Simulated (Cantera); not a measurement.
Input: 1 mol SiC, 0.15 mol Si, 0.089 mol N2, at 2500 K and 1 atm.

These are equilibrium values from Cantera (NASA tables, ideal gas, pure condensed phases), not measurements of a reactor. Candidate condensed phases: C, Si, SiC, Si3N4; 20 gas species. Mutual solubility and eutectic melting of coexisting phases are not modelled. The tables' values for SiN are old estimates; treat these amounts as uncertain. Equilibrium is a limit: real reactors are often held back by kinetics, nucleation or transport.

Base state: N2 0.994, Si 0.00469, Si2C 0.000670, SiN 0.000473, Si2N 0.000420, Si2 0.000125, SiC2 6.98e-5, CN 2.44e-5 (mole fractions); condensed: Si(l) + SiC(s).

Question: What changes in the equilibrium state with this change: pressure from 1 atm to 0.0158 Torr?

Answer: 
```tsv
species	before	after
Si	0.00469	0.708
SiC2	6.98e-5	0.184
N2	0.994	0.0663
C3	6.75e-9	0.0237
C2	2.59e-9	0.00218
C	3.93e-8	0.00793
Si(l), mol	0.149	0
SiC(s), mol	1.000	0
C(graphite), mol	0	0.411
```
